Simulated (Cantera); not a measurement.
An isothermal, constant-pressure homogeneous reactor starts with NO : N2 = 1 : 0.13 (molar parts), at 1848 K and 1.01 bar. Integrator tolerance rtol = 1e-08.

Detailed kinetics in Cantera: GRI-Mech 3.0 (53 species, 325 reactions).

Problem. What does this change do: pressure from 1.01 bar to 10.00 Torr?

Solution. 
| quantity | before | after |
|---|---|---|
| x(NO) at 4.00 s | 0.186 (gas-phase equilibrium 0.00594) | 0.840 (gas-phase equilibrium 0.00593) |
| x(O) at 4.00 s | 0.000112 (gas-phase equilibrium 0.000125) | 0.000370 (gas-phase equilibrium 0.00109) |
| x(NO2) at 4.00 s | 0.000550 (gas-phase equilibrium 1.96e-5) | 6.55e-5 (gas-phase equilibrium 2.25e-6) |
| x(O2) at 4.00 s | 0.349 (gas-phase equilibrium 0.439) | 0.0222 (gas-phase equilibrium 0.439) |
| x(N2O) at 4.00 s | 1.40e-5 (gas-phase equilibrium 2.86e-7) | 0.000219 (gas-phase equilibrium 3.28e-8) |
Radical loss at walls, strong at low pressure, is not modelled.

Problem. What does this change do: 0.057 parts H2O added?

Solution. 
```
quantity                                             before                                      after
----------------  -----------------------------------------  -----------------------------------------
x(NO) at 4.00 s       0.186 (gas-phase equilibrium 0.00594)      0.182 (gas-phase equilibrium 0.00565)
x(O) at 4.00 s    0.000112 (gas-phase equilibrium 0.000125)  0.000109 (gas-phase equilibrium 0.000122)
x(NO2) at 4.00 s   0.000550 (gas-phase equilibrium 1.96e-5)   0.000522 (gas-phase equilibrium 1.82e-5)
x(O2) at 4.00 s         0.349 (gas-phase equilibrium 0.439)        0.329 (gas-phase equilibrium 0.418)
x(N2O) at 4.00 s    1.40e-5 (gas-phase equilibrium 2.86e-7)    1.07e-5 (gas-phase equilibrium 2.66e-7)
```
